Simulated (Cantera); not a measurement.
Stirred combustor or abatement burner

A perfectly stirred reactor is fed with CH₄ : C₂H₆ : O₂ : N₂ : H₂ = 1 : 0.43 : 4.55 : 17.1 : 0.16 (molar parts), at 1.00 bar; it is adiabatic with a 673 K inlet, and is followed from long to short residence time, starting on the burning branch (τ in s: 0.099, 0.046, 0.021, 0.0096, 0.0044, 0.002, 0.00092, 0.00042, 0.00019, 8.9e-05, 4.1e-05).

Detailed kinetics in Cantera: GRI-Mech 3.0 (53 species, 325 reactions).

```json
[
 {"τ (s)": "0.099", "T (K)": "2241", "x CH₄": "1.23e-6", "x C₂H₆": "7.04e-8", "x O₂": "0.0408", "x OH": "0.00501", "x H": "0.000288", "x NO": "0.00227"},
 {"τ (s)": "0.046", "T (K)": "2237", "x CH₄": "2.44e-6", "x C₂H₆": "1.47e-7", "x O₂": "0.0413", "x OH": "0.00530", "x H": "0.000345", "x NO": "0.00143"},
 {"τ (s)": "0.021", "T (K)": "2226", "x CH₄": "4.66e-6", "x C₂H₆": "3.09e-7", "x O₂": "0.0420", "x OH": "0.00580", "x H": "0.000468", "x NO": "0.000859"},
 {"τ (s)": "0.0096", "T (K)": "2205", "x CH₄": "8.44e-6", "x C₂H₆": "6.33e-7", "x O₂": "0.0428", "x OH": "0.00656", "x H": "0.000724", "x NO": "0.000512"},
 {"τ (s)": "0.0044", "T (K)": "2173", "x CH₄": "1.48e-5", "x C₂H₆": "1.26e-6", "x O₂": "0.0439", "x OH": "0.00752", "x H": "0.00121", "x NO": "0.000302"},
 {"τ (s)": "0.0020", "T (K)": "2128", "x CH₄": "2.61e-5", "x C₂H₆": "2.49e-6", "x O₂": "0.0454", "x OH": "0.00852", "x H": "0.00205", "x NO": "0.000174"},
 {"τ (s)": "0.00092", "T (K)": "2074", "x CH₄": "4.73e-5", "x C₂H₆": "4.83e-6", "x O₂": "0.0472", "x OH": "0.00933", "x H": "0.00330", "x NO": "0.000102"},
 {"τ (s)": "0.00042", "T (K)": "2011", "x CH₄": "9.08e-5", "x C₂H₆": "9.64e-6", "x O₂": "0.0495", "x OH": "0.00982", "x H": "0.00496", "x NO": "6.15e-5"},
 {"τ (s)": "0.00019", "T (K)": "1941", "x CH₄": "0.000191", "x C₂H₆": "2.05e-5", "x O₂": "0.0527", "x OH": "0.00979", "x H": "0.00673", "x NO": "3.75e-5"},
 {"τ (s)": "8.9e-5", "T (K)": "1866", "x CH₄": "0.000442", "x C₂H₆": "4.75e-5", "x O₂": "0.0578", "x OH": "0.00899", "x H": "0.00775", "x NO": "2.20e-5"},
 {"τ (s)": "4.1e-5", "T (K)": "1744", "x CH₄": "0.00183", "x C₂H₆": "0.000194", "x O₂": "0.0725", "x OH": "0.00557", "x H": "0.00560", "x NO": "8.11e-6"}
]
```
x: mole fraction; the columns are a selection and need not sum to one.
